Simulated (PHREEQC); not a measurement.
Dissolve 0.29 mol/kgw HF, 0.00012 mol/kgw NH4HF2 and 1.9e-05 mol/kgw H4SiO4 at 25 °C. Closed to the air; pH follows from the charge balance.

The numbers come from PHREEQC with the ion-association model, phreeqc.dat.

This is a speciation only: nothing precipitates in the calculation.

Question: Order these F species by the share of F that they hold, largest first: HF, HF2-, F-.

Answer: HF (89 %), HF2- (7.3 %), F- (3.7 %)

The pH is 1.73 and the ionic strength 0.0213 mol/kgw. SiF6-2 is the database's only silicon fluoride.
